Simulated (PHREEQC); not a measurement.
Solution (25 °C): 38 mmol/kgw HCl, 6.2 mmol/kgw FeCl3 and 0.043 mmol/kgw CuCl2. Closed to the air; pH follows from the charge balance.

All values are PHREEQC results (ion-association model, wateq4f.dat), not measurements.

Each row changes one thing in this solution. Precipitation was switched off in this run.

| case | pH | ionic strength (mol/kgw) | Cl- (mol/kgw) | Cu+2 (mol/kgw) | CuCl+ (mol/kgw) | CuCl2 (mol/kgw) | SI of Tenorite (CuO) | SI of Cu(OH)2 (Cu(OH)2) |
|---|---|---|---|---|---|---|---|---|
| as made | 1.49 | 0.0669 | 0.0540 | 4.03e-5 | 2.61e-6 | 4.72e-8 | -9.38 | -10.40 |
| HCl left out | 2.48 | 0.0308 | 0.0181 | 4.19e-5 | 1.10e-6 | 7.60e-9 | -7.30 | -8.32 |
| HCl from 0.038 to 0.076 mol/kgw | 1.20 | 0.103 | 0.0910 | 3.91e-5 | 3.79e-6 | 1.06e-7 | -10.03 | -11.05 |
| diluted 2-fold with water | 1.77 | 0.0345 | 0.0275 | 2.07e-5 | 8.07e-7 | 8.31e-9 | -9.04 | -10.06 |
| FeCl3 replaced by RbCl at the same molality | 1.49 | 0.0443 | 0.0443 | 4.06e-5 | 2.39e-6 | 3.81e-8 | -9.34 | -10.36 |

Species that the database lacks are ignored. Some of these states are supersaturated (in Hematite (slow to form), Goethite (slow to form), for instance).
